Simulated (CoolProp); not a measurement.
Vapour-liquid equilibrium of carbon dioxide (1) + isopentane (2) at 4.65 °C; x and y are mole fractions of (1).

Computed with CoolProp (multi-fluid Helmholtz-energy mixture model, Span 1996 and Lemmon 2006; pair parameters Kunz 2012).

```
x     bubble pressure (MPa)  y at the bubble point  dew pressure at overall composition x (MPa)  liquid density (mol/L)
----  ---------------------  ---------------------  -------------------------------------------  ----------------------
0.05                 0.3028                  0.857                                      0.04433                   9.018
0.15                 0.8162                  0.944                                      0.04963                   9.511
0.25                  1.278                  0.963                                      0.05634                   10.10
0.35                  1.667                  0.971                                      0.06510                   10.80
0.45                  1.986                  0.975                                      0.07706                   11.63
0.55                  2.260                  0.978                                      0.09436                   12.63
0.65                  2.525                  0.981                                       0.1216                   13.82
0.75                  2.818                  0.985                                       0.1711                   15.27
0.85                  3.179                  0.989                                       0.2883                   17.03
0.95                  3.647                  0.996                                       0.9198                   19.18
```

No azeotrope shows between x = 0.05 and 0.95.

The pair parameters rest on a limited set of measurements; away from them the model extrapolates. The gap from Raoult's law changes sign with composition, which may be real or a fault of the pair parameters; it wasn't checked against measurements.
